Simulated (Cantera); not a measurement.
Input (Python, Cantera):

```python
import numpy as np
import cantera as ct

gas = ct.Solution("gri30.yaml")


def delay(T, t_max=10):
    gas.TPX = T, 72000, {'CH4': 1, 'O2': 2.78, 'N2': 16.1}
    reactor = ct.IdealGasConstPressureReactor(gas, clone=False)
    net = ct.ReactorNet([reactor])
    net.rtol, net.atol = 1e-8, 1e-16
    while net.time < t_max:
        t_old, T_old = net.time, reactor.T
        net.step()
        if reactor.T > T + 400:  # ignition: a rise of 400 K
            return t_old + (T + 400 - T_old) / (reactor.T - T_old) * (net.time - t_old)
    return np.nan


taus = []
for T in [1248, 1323, 1398, 1473, 1548, 1623, 1698]:
    taus.append(delay(T))
    print(f"T0 = {T:6g} K   tau = {taus[-1]:.4e} s")
```

It prints:

```
T0 =   1248 K   tau = 3.8519e-02 s
T0 =   1323 K   tau = 1.4162e-02 s
T0 =   1398 K   tau = 5.6663e-03 s
T0 =   1473 K   tau = 2.4903e-03 s
T0 =   1548 K   tau = 1.2094e-03 s
T0 =   1623 K   tau = 6.4471e-04 s
T0 =   1698 K   tau = 3.7146e-04 s
```

Detailed kinetics in Cantera: GRI-Mech 3.0 (53 species, 325 reactions).
